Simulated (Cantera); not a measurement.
Feed: 1 mol CF₄, 0.021 mol HCl, 0.44 mol H₂, held at 3150 K and 0.00780 bar.

Equilibrium computed with Cantera from the NASA thermochemical tables; the gas is ideal and each condensed phase is pure. Candidate condensed phases: C, C₆H₆, C₇H₈, C₈H₁₈; 118 gas species. Equilibrium is a limit: real reactors are often held back by kinetics, nucleation or transport.

Base state: F 0.654, HF 0.189, CF 0.0625, C₃ 0.0425, H 0.0178, C 0.0155, C₂ 0.00724, CF₂ 0.00613 (mole fractions); condensed: gas only.

Question: What changes in the equilibrium state with this change: temperature from 3150 K to 2750 K?

Answer: 
| species | before | after |
|---|---|---|
| F | 0.654 | 0.637 |
| HF | 0.189 | 0.239 |
| CF₂ | 0.00613 | 0.0730 |
| C₃ | 0.0425 | 0.00216 |
| C | 0.0155 | 0.000484 |
| H | 0.0178 | 0.000850 |
| CF | 0.0625 | 0.0417 |
| CF₄ | 2.58e-8 | 4.38e-5 |
| CF₃ | 2.34e-6 | 0.000205 |
| C(graphite), mol | 0 | 0.540 |
